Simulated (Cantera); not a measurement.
Input: 1 mol SiH2Cl2, 18 mol N2O, equilibrated at 1.00 Torr.

These are equilibrium values from Cantera (NASA tables, ideal gas, pure condensed phases), not measurements of a reactor. Candidate condensed phases: H2O, NH4Cl, Si, SiO2, Si2N2O, Si3N4; 47 gas species. The tables hold silica as quartz up to 1696 K and as liquid above; real silica turns to tridymite and cristobalite and melts near 1996 K. Equilibrium is a limit: real reactors are often held back by kinetics, nucleation or transport.

**Question.** Which condensed phases are stable at each of these points (T (K)): 873, 973, 1073, 1173, 1273, 1373, 1473, 1573, 1673, 1773?

**Answer.** 
```json
[
 {"T (K)": "873", "condensed phases": "SiO2(β-quartz)", "Si condensed (%)": "100.0"},
 {"T (K)": "973", "condensed phases": "SiO2(β-quartz)", "Si condensed (%)": "100.0"},
 {"T (K)": "1073", "condensed phases": "SiO2(β-quartz)", "Si condensed (%)": "100.0"},
 {"T (K)": "1173", "condensed phases": "SiO2(β-quartz)", "Si condensed (%)": "100.0"},
 {"T (K)": "1273", "condensed phases": "SiO2(β-quartz)", "Si condensed (%)": "100.0"},
 {"T (K)": "1373", "condensed phases": "SiO2(β-quartz)", "Si condensed (%)": "100.0"},
 {"T (K)": "1473", "condensed phases": "SiO2(β-quartz)", "Si condensed (%)": "100.0"},
 {"T (K)": "1573", "condensed phases": "SiO2(β-quartz)", "Si condensed (%)": "100.0"},
 {"T (K)": "1673", "condensed phases": "SiO2(β-quartz)", "Si condensed (%)": "100.0"},
 {"T (K)": "1773", "condensed phases": "SiO2(condensed)", "Si condensed (%)": "100.0"}
]
```

From 873 K to 1673 K the condensed part is SiO2(β-quartz). At 1773 K the condensed part is SiO2(condensed).
